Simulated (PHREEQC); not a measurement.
Make-up at 25 °C: 0.16 mol NaCl, 0.00025 mol Na2SO4 and 1.8e-06 mol H4SiO4 per kg of water. Closed to the air; pH follows from the charge balance.

Computed with PHREEQC (Pitzer model, pitzer.dat).

Question: The ionic strength comes out as 0.161 mol/kgw. What activity coefficients do Cl-, SO4-2, Na+ get?

Answer: Cl- 0.73, SO4-2 0.24, Na+ 0.76. Single-ion values are on the MacInnes scale.

This is a speciation only: nothing precipitates in the calculation.
